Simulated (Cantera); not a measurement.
## Stirred combustor or abatement burner

A perfectly stirred reactor is fed with C3H8 : O2 : N2 = 1 : 4.55 : 22.7 (molar parts), equivalence ratio 1.1, at 1000000 Pa; it is adiabatic with a 775 K inlet, and is followed from long to short residence time, starting on the burning branch (τ in s: 0.059, 0.032, 0.017, 0.009, 0.0048, 0.0025, 0.0014, 0.00072, 0.00038, 0.0002, 0.00011, 5.8e-05, 3.1e-05).

Computed with Cantera and GRI-Mech 3.0 (53 species, 325 reactions). GRI-Mech 3.0 was tuned for natural gas; its chemistry of propane as a main component is partial and can be far from experiment.

```tsv
τ (s)	T (K)	x C3H8	x O2	x N2O	x H2O	x NO
0.059	2342	5.41e-8	0.000329	1.15e-7	0.127	0.000547
0.032	2340	9.71e-8	0.000402	1.27e-7	0.126	0.000544
0.017	2337	1.75e-7	0.000523	1.46e-7	0.126	0.000541
0.0090	2332	3.12e-7	0.000712	1.72e-7	0.126	0.000538
0.0048	2326	5.44e-7	0.000991	2.06e-7	0.126	0.000534
0.0025	2317	9.54e-7	0.00141	2.49e-7	0.125	0.000527
0.0014	2306	1.55e-6	0.00192	2.91e-7	0.124	0.000514
0.00072	2290	2.68e-6	0.00272	3.40e-7	0.123	0.000490
0.00038	2270	4.50e-6	0.00373	3.84e-7	0.122	0.000454
0.00020	2245	7.56e-6	0.00505	4.19e-7	0.121	0.000407
0.00011	2216	1.24e-5	0.00663	4.42e-7	0.119	0.000352
5.8e-5	2179	2.15e-5	0.00887	4.55e-7	0.118	0.000285
3.1e-5	2132	3.94e-5	0.0121	4.52e-7	0.116	0.000212
```
x: mole fraction; the columns are a selection and need not sum to one.
